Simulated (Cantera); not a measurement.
Mixture: CH4 : O2 : N2 = 1 : 3.7 : 13.9 (molar parts), equivalence ratio 0.54, at 1.48 atm, adiabatic and at constant pressure. Ignition delay is the time to a rise of 400 K.

Cantera simulation using GRI-Mech 3.0 (53 species, 325 reactions); the numbers are that mechanism's predictions, not measurements.

What does this change do: 0.45 parts H2 added?


| quantity | before | after |
|---|---|---|
| delay at 1125 K | 69.5 ms | 3.07 ms |
| delay at 1225 K | 16.5 ms | 1.24 ms |
| delay at 1325 K | 4.55 ms | 0.549 ms |
| delay at 1425 K | 1.46 ms | 0.267 ms |
| delay at 1525 K | 0.549 ms | 0.143 ms |
| apparent activation energy between 1425 and 1525 K | 180 kJ/mol | 110 kJ/mol |

What does this change do: pressure from 1.48 atm to 0.987 atm?


| quantity | before | after |
|---|---|---|
| delay at 1125 K | 69.5 ms | 0.102 s |
| delay at 1225 K | 16.5 ms | 23.3 ms |
| delay at 1325 K | 4.55 ms | 6.27 ms |
| delay at 1425 K | 1.46 ms | 2.00 ms |
| delay at 1525 K | 0.549 ms | 0.759 ms |
| apparent activation energy between 1425 and 1525 K | 180 kJ/mol | 170 kJ/mol |

What does this change do: 0.04 parts H2 added?


| quantity | before | after |
|---|---|---|
| delay at 1125 K | 69.5 ms | 39.6 ms |
| delay at 1225 K | 16.5 ms | 11.1 ms |
| delay at 1325 K | 4.55 ms | 3.38 ms |
| delay at 1425 K | 1.46 ms | 1.16 ms |
| delay at 1525 K | 0.549 ms | 0.463 ms |
| apparent activation energy between 1425 and 1525 K | 180 kJ/mol | 170 kJ/mol |
